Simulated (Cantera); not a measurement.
A closed system holds: 1 mol Pb, a varied amount of O2, 0.22 mol N2, equilibrated at 1052 °C and 750 Torr.

These are equilibrium values from Cantera (NASA tables, ideal gas, pure condensed phases), not measurements of a reactor. Candidate condensed phases: Pb, PbO, PbO2, Pb3O4; 12 gas species. Each liquid is taken as pure. Mutual solubility and eutectic melting of coexisting phases are not modelled. Gases not in the tables: (PbO)n polymers. The numbers say what is thermodynamically allowed, not how fast it happens.

Question: Which condensed phases are stable at each of these points (n(O2) (mol)): 0.051, 0.19, 0.32, 0.46, 0.6, 0.73, 0.87, 1?

Answer: 
| n(O2) (mol) | condensed phases | Pb condensed (%) |
|---|---|---|
| 0.051 | Pb(l) + PbO(l) | 99.9 |
| 0.19 | Pb(l) + PbO(l) | 99.9 |
| 0.32 | Pb(l) + PbO(l) | 99.9 |
| 0.46 | Pb(l) + PbO(l) | 99.9 |
| 0.6 | PbO(l) | 100.0 |
| 0.73 | PbO(l) | 100.0 |
| 0.87 | PbO(l) | 100.0 |
| 1 | PbO(l) | 100.0 |

From 0.051 mol O2 to 0.46 mol O2 the condensed part is Pb(l) + PbO(l). From 0.6 mol O2 to 1 mol O2 the condensed part is PbO(l).
